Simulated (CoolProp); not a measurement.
Ammonia at 298.15 K and 2.94 MPa flows at 2 m/s in a round tube of 4.6 mm bore and 15 µm roughness, fully developed (64/Re and Nu = 3.66 if laminar; Colebrook and Gnielinski if turbulent). Each further row changes one setting.

The numbers come from the reference Helmholtz-energy equation of state, Gao 2020 in CoolProp.

| case | Reynolds number | Darcy friction factor | pressure drop (Pa/m) | heat-transfer coefficient (W/(m² K)) | mass flow (kg/h) |
|---|---|---|---|---|---|
| as stated | 41700 | 0.0295 | 7770 | 18100 | 72.4 |
| velocity 4 m/s | 83400 | 0.0283 | 29700 | 35100 | 145 |
| diameter 9.2 mm | 83400 | 0.0244 | 3210 | 15300 | 289 |

Viscosity comes from a separate model (Fenghour 1995). Thermal conductivity comes from a separate model (Tufeu 1984).
